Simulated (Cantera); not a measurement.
A closed system holds: 1 mol V2O5, 1600 mol H2, 0.85 mol N2, at 22.0 Pa.

These are equilibrium values from Cantera (NASA tables, ideal gas, pure condensed phases), not measurements of a reactor. Candidate condensed phases: H2O, V, VN, VO, V2O3, V2O4, V2O5; 28 gas species. Condensed phases not in the tables: the oxides between V2O3 and V2O5 other than VO2. Equilibrium is a limit: real reactors are often held back by kinetics, nucleation or transport.

**Question.** At 1173 K, list the 3 most abundant gas species with their mole fractions, and the condensed phases.

**Answer.** H2 0.998, H2O 0.00125, N2 0.000531. Condensed: V2O3(s).
